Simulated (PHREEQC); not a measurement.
## Buffer: speciation

A solution holds 0.038 mol NaH2PO4, 0.0039 mol K2HPO4 and 0.176 mol KCl per kg of water, at 25 °C. Closed to the air; pH follows from the charge balance.

Model: ion-association model, phreeqc.dat, run in PHREEQC.

No solid was allowed to form.

### Question
Estimate the pH.

### Answer
pH 5.76.

### Question
In which forms is P present?

### Answer
H2PO4- 91 %, HPO4-2 8.3 %, KHPO4- 0.8 % of the P.

Species that the database lacks are ignored.
